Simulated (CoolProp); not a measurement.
Vapour-liquid equilibrium of R152A (1) + R134a (2) at -96.95 °C; x and y are mole fractions of (1).

The numbers come from the multi-fluid Helmholtz-energy mixture model, Outcalt 1996 and Tillner-Roth 1994; pair parameters Lemmon 2004 in CoolProp.

Question: Give the bubble pressure and the first vapour's composition at x = 0.25, 0.35, 0.75. Is there an azeotrope?

Answer: x = 0.25: 0.0006899 MPa, y = 0.192; x = 0.35: 0.0006677 MPa, y = 0.304; x = 0.75: 0.0006934 MPa, y = 0.814. y crosses x between x = 0.45 and 0.55: the model has an azeotrope there.

Pair parameters are fitted to limited data, so mixtures are less certain than the pure fluids.
